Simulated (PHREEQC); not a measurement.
Dissolve 1.6 mmol/kgw H2SO4 and 1.5 mmol/kgw Al2(SO4)3 at 25 °C. Closed to the air; pH follows from the charge balance.

Model: ion-association model, wateq4f.dat, run in PHREEQC.

Problem. The ionic strength comes out as 0.0123 mol/kgw. What activity coefficients do H+, Al+3, AlOH+2, SO4-2, AlSO4+ get?

Solution. H+ 0.91, Al+3 0.41, AlOH+2 0.65, SO4-2 0.64, AlSO4+ 0.89.

Precipitation was switched off in this run. Complexes and solids missing from the database can't appear.
